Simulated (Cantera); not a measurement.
Thermodynamics of iron carbonyl, mercury and lead vapours, feed HgO + N₂

A closed system holds: 1 mol HgO, a varied amount of N₂, held at 600 K and 10.0 mbar.

Equilibrium computed with Cantera from the NASA thermochemical tables; the gas is ideal and each condensed phase is pure. Candidate condensed phases: Hg, HgO; 10 gas species. Kinetics and transport are ignored.

From 2.9 mol N₂ to 33 mol N₂ nothing is condensed. The main Hg-bearing gas is Hg throughout.

```tsv
n(N₂) (mol)	x N₂	x Hg	x O₂	x NO	x NO₂
2.9	0.659	0.227	0.114	1.38e-8	5.83e-9
5.6	0.789	0.141	0.0704	1.19e-8	3.95e-9
8.3	0.847	0.102	0.0510	1.05e-8	2.96e-9
11	0.880	0.0800	0.0400	9.49e-9	2.37e-9
14	0.903	0.0645	0.0323	8.64e-9	1.94e-9
17	0.919	0.0541	0.0270	7.97e-9	1.64e-9
19	0.927	0.0488	0.0244	7.61e-9	1.48e-9
22	0.936	0.0426	0.0213	7.14e-9	1.30e-9
25	0.943	0.0377	0.0189	6.75e-9	1.16e-9
27	0.947	0.0351	0.0175	6.52e-9	1.08e-9
30	0.952	0.0317	0.0159	6.22e-9	9.78e-10
33	0.957	0.0290	0.0145	5.96e-9	8.95e-10
```
x: gas mole fraction; nothing condenses.
